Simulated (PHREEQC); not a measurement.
Dissolve 4.4 mmol/kgw CuCl2 and 0.038 mmol/kgw HBF4 at 80 °C. Closed to the air; pH follows from the charge balance.

All values are PHREEQC results (ion-association model, phreeqc.dat), not measurements.

No solid was allowed to form.

What pH does the model give?

pH 3.98.

In which forms is Cl present?

Cl- 94 %, CuCl+ 5.9 % of the Cl.

Species that the database lacks are ignored. Away from 25 °C the constants follow the database's enthalpies or fits; those with neither stay at their 25 °C values. Real BF4- forms and hydrolyses slowly; the run takes it at equilibrium.
